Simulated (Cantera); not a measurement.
## Equilibrium for abatement and gas-phase synthesis: HCl + H₂O + H₂

Feed: 1 mol HCl, 0.1 mol H₂O, 0.11 mol H₂, at 2850 K.

These are equilibrium values from Cantera (NASA tables, ideal gas, pure condensed phases), not measurements of a reactor. Candidate condensed phases: H₂O; 14 gas species. The ideal-gas law is rough above about 30 bar. Rates play no part.

```csv
P (Pa),x HCl,x H,x Cl,x H₂,x H₂O,x O,x OH,x O₂
10,0.00339,0.557,0.396,0.00328,7.47e-6,0.0395,0.000373,3.60e-5
52,0.0168,0.533,0.394,0.0156,0.000181,0.0387,0.00182,0.000179
280,0.0727,0.443,0.382,0.0581,0.00316,0.0337,0.00708,0.000734
1400,0.206,0.282,0.340,0.118,0.0189,0.0199,0.0133,0.00127
7600,0.400,0.135,0.254,0.146,0.0446,0.00697,0.0121,0.000850
40000,0.569,0.0574,0.161,0.139,0.0628,0.00196,0.00761,0.000353
210000,0.686,0.0235,0.0906,0.122,0.0729,0.000493,0.00411,0.000117
1100000,0.755,0.00965,0.0463,0.108,0.0780,0.000114,0.00204,3.27e-5
5700000,0.792,0.00407,0.0222,0.0998,0.0805,2.46e-5,0.000964,7.92e-6
30000000,0.810,0.00173,0.0101,0.0954,0.0817,4.95e-6,0.000436,1.70e-6
```
x: gas mole fraction; nothing condenses.

From 0.000100 bar to 300 bar nothing is condensed.
